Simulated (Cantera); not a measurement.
## Equilibrium for hydrogen reduction and annealing atmospheres: Fe2O3 + H2 + N2

Feed: 1 mol Fe2O3, 28 mol H2, 28 mol N2, equilibrated at 1.33 mbar.

Equilibrium computed with Cantera from the NASA thermochemical tables; the gas is ideal and each condensed phase is pure. Candidate condensed phases: Fe, FeO, Fe(OH)2, Fe(OH)3, Fe2O3, Fe3O4, H2O; 27 gas species. Kinetics and transport are ignored.

```json
[
 {"T (°C)": "1377", "x N2": "0.499", "x H2": "0.444", "x H2O": "0.0534", "x Fe": "0.00203", "x H": "0.00166", "n Fe(γ)": "1.89", "n Fe(δ)": "0"},
 {"T (°C)": "1427", "x N2": "0.497", "x H2": "0.442", "x H2O": "0.0532", "x Fe": "0.00472", "x H": "0.00268", "n Fe(γ)": "0", "n Fe(δ)": "1.73"},
 {"T (°C)": "1477", "x N2": "0.494", "x H2": "0.439", "x H2O": "0.0529", "x Fe": "0.0105", "x H": "0.00422", "n Fe(γ)": "0", "n Fe(δ)": "1.41"},
 {"T (°C)": "1527", "x N2": "0.487", "x H2": "0.432", "x H2O": "0.0521", "x Fe": "0.0221", "x H": "0.00644", "n Fe(γ)": "0", "n Fe(δ)": "0.728"},
 {"T (°C)": "1577", "x N2": "0.480", "x H2": "0.424", "x H2O": "0.0513", "x Fe": "0.0343", "x H": "0.00961", "n Fe(γ)": "0", "n Fe(δ)": "0"},
 {"T (°C)": "1627", "x N2": "0.479", "x H2": "0.421", "x H2O": "0.0511", "x Fe": "0.0342", "x H": "0.0141", "n Fe(γ)": "0", "n Fe(δ)": "0"},
 {"T (°C)": "1677", "x N2": "0.478", "x H2": "0.417", "x H2O": "0.0509", "x Fe": "0.0341", "x H": "0.0203", "n Fe(γ)": "0", "n Fe(δ)": "0"}
]
```
x: gas mole fraction; n: condensed amount in mol.

At 1377 °C the condensed part is Fe(γ). From 1427 °C to 1527 °C the condensed part is Fe(δ). From 1577 °C to 1677 °C nothing is condensed. The main Fe-bearing gas is Fe throughout.
